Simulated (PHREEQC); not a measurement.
Make-up at 25 °C: 42 mmol/kgw Ni(NO3)2 and 20 mmol/kgw MnSO4. Closed to the air; pH follows from the charge balance.

Equilibrium calculation in PHREEQC: ion-association model, wateq4f.dat.

No solid was allowed to form.

Order these S species by the share of S that they hold, largest first: SO4-2, NiSO4, MnSO4.

SO4-2 (50 %), NiSO4 (34 %), MnSO4 (16 %)

Order these Mn species by the share of Mn that they hold, largest first: Mn+2, MnSO4, Mn(NO3)2.

Mn+2 (84 %), MnSO4 (16 %), Mn(NO3)2 (0.39 %)

The pH is 5.93 and the ionic strength 0.166 mol/kgw. Species that the database lacks are ignored.
